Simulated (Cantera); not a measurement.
A closed system holds: 1 mol SiO₂, 0.3 mol CH₄, 1.9 mol H₂, 5.5 mol C, equilibrated at 1848.15 K and 0.100 bar.

Method: chemical equilibrium by Gibbs-energy minimisation in Cantera with the NASA 1993 tables (ideal gas, pure condensed phases). Candidate condensed phases: C, C₆H₆, C₇H₈, C₈H₁₈, H₂O, Si, SiC, SiO₂; 123 gas species. Kinetics and transport are ignored.

Base state: H₂ 0.554, CO 0.441, SiO 0.00281, H 0.00125, C₂H₂ (acetylene) 0.000143, CH₄ 2.02e-5 (mole fractions); condensed: C(graphite) + SiC(s).

Problem. What changes in the equilibrium state with this change: SiO₂ replaced by Cu₂O?

Solution. 
| species | before | after |
|---|---|---|
| H₂ | 0.554 | 0.706 |
| CO | 0.441 | 0.283 |
| Cu | 0 | 0.00931 |
| SiO | 0.00281 | 0 |
| Cu₂ | 0 | 2.18e-5 |
| CH₄ | 2.02e-5 | 3.28e-5 |
| C₂H₂ (acetylene) | 0.000143 | 0.000182 |
| H | 0.00125 | 0.00141 |
| C(graphite), mol | 2.82 | 4.80 |
| SiC(s), mol | 0.987 | 0 |
| Cu(l), mol | 0 | 1.97 |
Further candidate phases: Cu, CuO, Cu(OH)₂, Cu₂O.
